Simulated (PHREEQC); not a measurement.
A solution holds 0.06 mol ZnCl2 and 0.003 mol NaCl per kg of water, at 70 °C. Closed to the air; pH follows from the charge balance.

Model: ion-association model, phreeqc.dat, run in PHREEQC.

**Question.** The ionic strength comes out as 0.142 mol/kgw. What activity coefficients do H+, ZnCl3-, ZnCl+, Cl-, Zn+2 get?

**Answer.** H+ 0.80, ZnCl3- 0.73, ZnCl+ 0.73, Cl- 0.72, Zn+2 0.31.

This is a speciation only: nothing precipitates in the calculation. Complexes and solids missing from the database can't appear. At this temperature some constants are extrapolated from 25 °C, and those without enthalpy data are left unchanged.
